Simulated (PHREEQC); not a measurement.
A PHREEQC input (ion-association model, phreeqc.dat):

```
SOLUTION 1
  temp 25
  units mg/kgw
  pH 12.5
  pe 9.1
  Na 838
  K 5
  Ca 137
  Mg 56.1
  Cl 1490
  S(6) 42.2 as SO4
  Alkalinity 242 as HCO3
  Br 74.4
END
USE solution 1
EQUILIBRIUM_PHASES 1
  CO2(g) -2 10
END
```

It stops with these messages:

```
WARNING: Maximum iterations exceeded, 100
WARNING: Maximum iterations exceeded, 100
WARNING: The program has failed to converge to a numerical solution.
ERROR:           Alkalinity has not converged. Total: 3.965971e-03	Calculated: 4.278113e-02	Residual: -3.881516e-02
ERROR: Is non-carbonate alkalinity greater than total alkalinity?
ERROR:                   Br has not converged. Total: 9.311173e-04	Calculated: 1.093844e-03	Residual: -1.627263e-04
ERROR:                   Ca has not converged. Total: 3.418164e-03	Calculated: 5.020218e-03	Residual: -1.602054e-03
ERROR:                   Cl has not converged. Total: 4.202747e-02	Calculated: 4.892042e-02	Residual: -6.892947e-03
ERROR:                    K has not converged. Total: 1.278707e-04	Calculated: 1.491717e-04	Residual: -2.130101e-05
ERROR:                   Mg has not converged. Total: 2.307502e-03	Calculated: 2.224459e-03	Residual: 8.304318e-05
ERROR:                   Na has not converged. Total: 3.645095e-02	Calculated: 4.353485e-02	Residual: -7.083904e-03
ERROR:                 S(6) has not converged. Total: 4.392905e-04	Calculated: 3.735343e-04	Residual: 6.575613e-05
ERROR:                   Mu Ionic strength has not converged. 	Residual: -1.208953e-02
ERROR:               A(H2O) Activity of water has not converged. 	Residual: 2.191167e-02
ERROR: Model failed to converge for initial solution  1.
```

Task: Find the cause and the fix.

Result: The fault: pH typed as 12.5 with the alkalinity kept. The line should read `pH 6.76` where the input has `pH 12.5`. With the mend the run ends at pH 7.31 and ionic strength 0.0534 mol/kgw.
